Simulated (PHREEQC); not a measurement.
Acid rinse or clean

Consider water at 25 °C with 0.2 mol HNO3 and 0.00038 mol MgCl2 per kg of water. Closed to the air; pH follows from the charge balance.

The numbers come from PHREEQC with the ion-association model, wateq4f.dat.

```yaml
pH: 0.80
ionic_strength: 0.201 mol/kgw
activity_of_water: 0.993
total_alkalinity: -200 meq/kg
```

| species | molality | activity | log γ |
|---|---|---|---|
| H+ | 0.200 | 0.160 | -0.098 |
| NO3- | 0.200 | 0.139 | -0.159 |
| Cl- | 0.000760 | 0.000541 | -0.148 |
| Mg+2 | 0.000380 | 0.000130 | -0.465 |

This is a speciation only: nothing precipitates in the calculation. Species that the database lacks are ignored.
